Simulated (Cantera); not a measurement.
What does this Cantera script print?

```python
import numpy as np
import cantera as ct

gas_names = """
    Cs CL
""".split()
cond_names = """
    CsCL(a) CsCL(b) CsCL(L)
""".split()


# ... load() reads the species with a 1 bar reference pressure and builds the phases ...
species = {s.name: s for s in load("nasa_gas.yaml", gas_names) + load("nasa_condensed.yaml", cond_names)}
# Each term lists the table entries of one substance; the one whose range holds T is used.
reactions = {
    'Cs(g) + Cl(g) = CsCl':
        [(-1, ['Cs']), (-1, ['CL']), (1, ['CsCL(a)', 'CsCL(b)', 'CsCL(L)'])],
}


def pick(names, T):
    return next(species[n] for n in names if species[n].thermo.min_temp <= T <= species[n].thermo.max_temp)


results = []
for label, terms in reactions.items():
    print(label)
    print("     T/K   dH/kJ  dS/(J/K)   dG/kJ   log10 K")
    for T in [1800, 1850, 1900, 1950, 2000, 2050, 2100, 2150]:
        used = [(nu, pick(names, T)) for nu, names in terms]
        dH = sum(nu * s.thermo.h(T) for nu, s in used) / 1e6
        dS = sum(nu * s.thermo.s(T) for nu, s in used) / 1e3
        dG = dH - T * dS / 1e3
        logK = -dG * 1e6 / (ct.gas_constant * T * np.log(10))
        results.append((label, T, dH, dS, dG, logK, [s.name for _, s in used]))
        print(f"{T:8g} {dH:8.1f} {dS:8.1f} {dG:8.1f} {logK:8.2f}")
```

Output:

```
Cs(g) + Cl(g) = CsCl
     T/K   dH/kJ  dS/(J/K)   dG/kJ   log10 K
    1800   -580.3   -177.2   -261.3     7.58
    1850   -578.5   -176.2   -252.5     7.13
    1900   -576.8   -175.3   -243.7     6.70
    1950   -575.0   -174.4   -235.0     6.29
    2000   -573.3   -173.5   -226.3     5.91
    2050   -571.5   -172.6   -217.6     5.54
    2100   -569.8   -171.8   -209.0     5.20
    2150   -568.0   -171.0   -200.4     4.87
```

Source: NASA polynomial tables (part measured, part estimated), evaluated in Cantera. Condensed species are held in their standard states even where they would react or evaporate.
